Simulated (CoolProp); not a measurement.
n-perfluorohexane at several states: density (kg/m³) from the reference equation and from simpler models built on Tc = 174.9 °C, pc = 1742 kPa, ω = 0.497; each cubic takes its own stable root.

Values from CoolProp's reference Helmholtz-energy equation of state, Gao 2022.

| T (°C) | p (kPa) | phase | reference | Soave-Redlich-Kwong | Peng-Robinson |
|---|---|---|---|---|---|
| 111.35 | 437 | gas | 56.21 | 55.73 | 56.45 |
| 155.55 | 339 | gas | 35.14 | 35.05 | 35.35 |
| -6.95 | 2210 | liquid | 1774 | 1541 | 1734 |
| 142.65 | 102 | gas | 10.25 | 10.25 | 10.27 |
